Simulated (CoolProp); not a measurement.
Computed with CoolProp (reference Helmholtz-energy equation of state, Zhou 2014).

Give the vapour pressure (bar), liquid density (kg/m³), liquid cp (kJ/(kg K)), vapour Z of saturated cyclohexane at 416.1, 423.4 K.


```csv
T (K),p (bar),liquid density (kg/m³),liquid cp (kJ/(kg K)),vapour Z
416.1,4.79,652,2.46,0.888
423.4,5.56,643,2.51,0.876
```
